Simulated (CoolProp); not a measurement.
Vapour-liquid equilibrium of toluene (1) + n-octane (2) at 0.000664 MPa; x and y are mole fractions of (1).

Values from CoolProp's multi-fluid Helmholtz-energy mixture model, Lemmon 2006 and Beckmüller 2019; pair parameters Bell 2016.

| x | bubble temperature, mixture model (K) | bubble temperature, Raoult's law (K) | y, mixture model | y, Raoult's law |
|---|---|---|---|---|
| 0.05 | 279.3 | 280.1 | 0.153 | 0.105 |
| 0.15 | 276.5 | 278.4 | 0.365 | 0.284 |
| 0.25 | 274.5 | 276.9 | 0.504 | 0.430 |
| 0.35 | 273.0 | 275.4 | 0.601 | 0.552 |
| 0.45 | 271.8 | 274.1 | 0.675 | 0.653 |
| 0.55 | 270.9 | 272.9 | 0.736 | 0.739 |
| 0.65 | 270.1 | 271.8 | 0.791 | 0.813 |
| 0.75 | 269.5 | 270.7 | 0.844 | 0.876 |
| 0.85 | 269.0 | 269.7 | 0.899 | 0.931 |
| 0.95 | 268.6 | 268.8 | 0.963 | 0.978 |

The largest gap from Raoult's law is -2.4 K in bubble temperature, at x = 0.35. No azeotrope shows between x = 0.05 and 0.95.

The pair parameters rest on a limited set of measurements; away from them the model extrapolates.
